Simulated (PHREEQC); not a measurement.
Solution A (0.038 mol/kgw K2SO4) is mixed with solution B (0.037 mol FeCl3, 0.0056 mol H3AsO4 and 0.0046 mol HCl per kg of water) at 82 °C; shares are by mass of water, 1 kg in all. O2 is buffered at 0.21 atm. No CO2 enters from the air. Names ending in (a), (am) or -a are amorphous solids. Only these solids could form: Fe(OH)3(a), Scorodite, Jarosite-K.

All values are PHREEQC results (ion-association model, wateq4f.dat), not measurements.

```
share of solution B    pH  Jarosite-K (mol)  K in solution (mol/kgw)  S in solution (mol/kgw)  H3AsO4 (mol/kgw)  SO4-2 (mol/kgw)  FeCl+2 (mol/kgw)  HSO4- (mol/kgw)
-------------------  ----  ----------------  -----------------------  -----------------------  ----------------  ---------------  ----------------  ---------------
0                    6.63                 0                   0.0760                   0.0380                 0           0.0281                 0          1.24e-6
0.1                  2.78           0.00123                   0.0672                   0.0317          0.000159                …           3.62e-8          0.00622
0.2                  2.34           0.00246                   0.0584                   0.0255          0.000591           0.0113           7.70e-7           0.0106
0.3                  2.00           0.00366                   0.0496                   0.0193           0.00119          0.00572           8.43e-6           0.0118
0.4                  1.75                 …                        …                   0.0132           0.00182          0.00263           6.31e-5                …
0.5                  1.58           0.00578                   0.0322                  0.00745           0.00242          0.00106          0.000348          0.00574
0.6                  1.49           0.00622                   0.0242                  0.00277           0.00298         0.000298                 …          0.00193
0.7                  1.51           0.00529                   0.0175                 0.000826           0.00345          7.30e-5           0.00525                …
0.8                  1.58           0.00361                   0.0116                 0.000371           0.00384          3.11e-5           0.00933                …
0.9                  1.66           0.00178                  0.00582                 0.000247           0.00419          2.17e-5                 …          8.10e-5
1                    1.73                 0                        0                        0           0.00451                0            0.0153                0
```

Problem. Some entries are withheld; supply them.

Solution. 
- 0.1, SO4-2 (mol/kgw): 0.0190
- 0.4, Jarosite-K (mol): 0.00480
- 0.4, K in solution (mol/kgw): 0.0408
- 0.4, HSO4- (mol/kgw): 0.00970
- 0.6, FeCl+2 (mol/kgw): 0.00166
- 0.7, HSO4- (mol/kgw): 0.000431
- 0.8, HSO4- (mol/kgw): 0.000147
- 0.9, FeCl+2 (mol/kgw): 0.0127

Jarosite-K forms slowly in practice; the run takes equilibrium as reached. The database's scorodite may be far more soluble than the real mineral, and it has no iron arsenate complexes; the constant wasn't checked at its source. At this temperature some constants are extrapolated from 25 °C, and those without enthalpy data are left unchanged.
